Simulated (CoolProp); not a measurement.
Properties of CHF3 (R23) along the isotherm 202.9 K.

The numbers come from the reference Helmholtz-energy equation of state, Penoncello 2003 in CoolProp.

```
p (MPa)   phase  density (kg/m³)  cp (kJ/(kg K))  cv (kJ/(kg K))  viscosity (µPa s)  conductivity (mW/(m K))
-------  ------  ---------------  --------------  --------------  -----------------  -----------------------
2.01     liquid             1405           1.254          0.7165                259                      126
4.03     liquid             1411           1.246          0.7163                264                      127
6.04     liquid             1417           1.240          0.7163                269                      128
8.05     liquid             1422           1.233          0.7164                275                      130
10.1     liquid             1427           1.227          0.7165                280                      131
12.1     liquid             1432           1.222          0.7168                285                      132
14.1     liquid             1437           1.217          0.7171                290                      132
16.1     liquid             1442           1.212          0.7174                295                      133
18.1     liquid             1447           1.208          0.7179                300                      134
20.1     liquid             1451           1.203          0.7183                305                      135
22.1     liquid             1455           1.200          0.7188                310                      136
24.2     liquid             1460           1.196          0.7193                315                      137
```

Viscosity comes from a separate model (Shan 2000). Thermal conductivity comes from a separate model (Shan 2000).
